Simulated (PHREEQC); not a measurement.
## Buffer

Consider water at 25 °C with 140 mmol/kgw NaHSO4, 0.71 mmol/kgw Na2HPO4, 1.3 mmol/kgw KCl and 12 mmol/kgw Cs2SO4. Closed to the air; pH follows from the charge balance.

Computed with PHREEQC (ion-association model, wateq4f.dat).

No solid was allowed to form.

What pH, ionic strength does the model give?

pH 1.38; ionic strength 0.267 mol/kgw.

In which forms is P present?

H3PO4 81 %, H2PO4- 19 % of the P.

Species that the database lacks are ignored. H3PO4, which wateq4f.dat lacks, is added to it with the constant of phreeqc.dat.
